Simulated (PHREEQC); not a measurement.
Model water analysis in mg/L, 25 °C, pH 3.84, pe 11.8: Na 37.5; K 8.21; Ca 80.4; Mg 22; Cl 52.4; S(6) as SO4 334; Zn 1.05; Fe(3) 2.62; Mn(2) 0.148; Al 0.19.

Valence states are taken as typed.

Model: ion-association model, phreeqc.dat, run in PHREEQC.

Each row changes one thing in this solution. This is a speciation only: nothing precipitates in the calculation.

```
case                                             ionic strength (mol/kgw)  SO4-2 (mol/kgw)  Ca+2 (mol/kgw)  Mg+2 (mol/kgw)  CaSO4 (mol/kgw)  MgSO4 (mol/kgw)  SI of Fe(OH)3(a) (Fe(OH)3)  SI of Gypsum (CaSO4:2H2O)
-----------------------------------------------  ------------------------  ---------------  --------------  --------------  ---------------  ---------------  --------------------------  -------------------------
as made                                                            0.0123          0.00287         0.00166        0.000707         0.000350         0.000199                       -0.02                      -1.12
all concentrations times 3 at the same typed pH                    0.0331                ?         0.00441               ?                ?                ?                       +0.35                      -0.46
Mg from 22 to 44 mg/L                                              0.0135          0.00272         0.00168               ?         0.000326         0.000371                       -0.02                      -1.16
```

### Question
Fill in the missing entries.

### Answer

- all concentrations times 3 at the same typed pH, SO4-2 (mol/kgw): 0.00767
- all concentrations times 3 at the same typed pH, Mg+2 (mol/kgw): 0.00182
- all concentrations times 3 at the same typed pH, CaSO4 (mol/kgw): 0.00161
- all concentrations times 3 at the same typed pH, MgSO4 (mol/kgw): 0.000896
- Mg from 22 to 44 mg/L, Mg+2 (mol/kgw): 0.00144

Some of these states are supersaturated (in Jarosite-K, Hematite (slow to form), Fe(OH)3(a), for instance).
